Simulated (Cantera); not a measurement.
Source: NASA polynomial tables (part measured, part estimated), evaluated in Cantera. Values are per mole of reaction as written; species without (g) are pure solids or liquids, kept so even where they would boil at 1 bar.

Cl(g) + K(g) → KCl

| T (K) | ΔH° (kJ) | ΔS° (J/K) | ΔG° (kJ) | log10 K |
|---|---|---|---|---|
| 1998 | -579.8 | -180.7 | -218.8 | 5.72 |
| 2048 | -578.3 | -179.9 | -209.8 | 5.35 |
| 2098 | … | … | … | … |
| 2148 | … | … | … | … |
| 2198 | -573.6 | -177.7 | -182.9 | 4.35 |

Q: Complete the blanks.

A: 
- 2098, ΔH° (kJ): -576.7
- 2098, ΔS° (J/K): -179.2
- 2098, ΔG° (kJ): -200.8
- 2098, log10 K: 5.00
- 2148, ΔH° (kJ): -575.1
- 2148, ΔS° (J/K): -178.4
- 2148, ΔG° (kJ): -191.8
- 2148, log10 K: 4.66
